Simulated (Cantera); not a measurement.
# Gas-phase reforming

An isothermal, constant-pressure homogeneous reactor starts with 20.0 % CH4, 76.2 % CO2, 3.81 % H2O, at 2200 K and 10.0 bar.

Detailed kinetics in Cantera: GRI-Mech 3.0 (53 species, 325 reactions).

```json
[
 {"t (s)": "1.00e-5", "x CH4": "0.0626", "x CO2": "0.608", "x H2O": "0.0886", "x OH": "0.000104", "x C2H": "8.99e-6"},
 {"t (s)": "3.32e-5", "x CH4": "0.0174", "x CO2": "0.449", "x H2O": "0.187", "x OH": "0.000186", "x C2H": "1.35e-5"},
 {"t (s)": "0.000110", "x CH4": "0.00405", "x CO2": "0.316", "x H2O": "0.235", "x OH": "0.000257", "x C2H": "1.08e-5"},
 {"t (s)": "0.000367", "x CH4": "0.00211", "x CO2": "0.235", "x H2O": "0.223", "x OH": "0.000190", "x C2H": "1.93e-6"},
 {"t (s)": "0.00122", "x CH4": "3.81e-5", "x CO2": "0.209", "x H2O": "0.218", "x OH": "0.000174", "x C2H": "1.21e-8"},
 {"t (s)": "0.00405", "x CH4": "2.54e-9", "x CO2": "0.209", "x H2O": "0.218", "x OH": "0.000178", "x C2H": "<1e-12"},
 {"t (s)": "0.0135", "x CH4": "2.54e-9", "x CO2": "0.209", "x H2O": "0.218", "x OH": "0.000178", "x C2H": "<1e-12"},
 {"t (s)": "0.0447", "x CH4": "2.54e-9", "x CO2": "0.209", "x H2O": "0.218", "x OH": "0.000178", "x C2H": "<1e-12"},
 {"t (s)": "0.149", "x CH4": "2.54e-9", "x CO2": "0.209", "x H2O": "0.218", "x OH": "0.000178", "x C2H": "<1e-12"},
 {"t (s)": "0.494", "x CH4": "2.54e-9", "x CO2": "0.209", "x H2O": "0.218", "x OH": "0.000178", "x C2H": "<1e-12"},
 {"t (s)": "1.64", "x CH4": "2.54e-9", "x CO2": "0.209", "x H2O": "0.218", "x OH": "0.000178", "x C2H": "<1e-12"},
 {"t (s)": "5.45", "x CH4": "2.54e-9", "x CO2": "0.209", "x H2O": "0.218", "x OH": "0.000178", "x C2H": "<1e-12"},
 {"t (s)": "18.1", "x CH4": "2.54e-9", "x CO2": "0.209", "x H2O": "0.218", "x OH": "0.000178", "x C2H": "<1e-12"},
 {"t (s)": "60.2", "x CH4": "2.54e-9", "x CO2": "0.209", "x H2O": "0.218", "x OH": "0.000178", "x C2H": "<1e-12"},
 {"t (s)": "200", "x CH4": "2.54e-9", "x CO2": "0.209", "x H2O": "0.218", "x OH": "0.000178", "x C2H": "<1e-12"}
]
```
x: mole fraction; the columns are a selection and need not sum to one.

Equilibrium at this temperature and pressure: CH4 2.72e-9, CO2 0.209, H2O 0.218, OH 0.000178, C2H <1e-12 (gas phase only).
